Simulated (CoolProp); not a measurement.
Properties of R123 at several states.

Model: reference Helmholtz-energy equation of state, Younglove 1994, in CoolProp. It is a modified Benedict-Webb-Rubin equation, recast in Helmholtz form.

```
T (K)  p (MPa)   phase  isothermal compressibility (1/MPa)  expansivity (1/kK)  viscosity (µPa s)  conductivity (mW/(m K))
-----  -------  ------  ----------------------------------  ------------------  -----------------  -----------------------
364.3   0.0121     gas                               82.85               2.769               13.1                     13.0
220.1    0.503  liquid                           0.0008451               1.359               1230                      100
241.9       22  liquid                           0.0008675               1.250               1090                     99.7
```

Viscosity comes from a separate model (Tanaka 1996). Thermal conductivity comes from a separate model (Laesecke 1996).
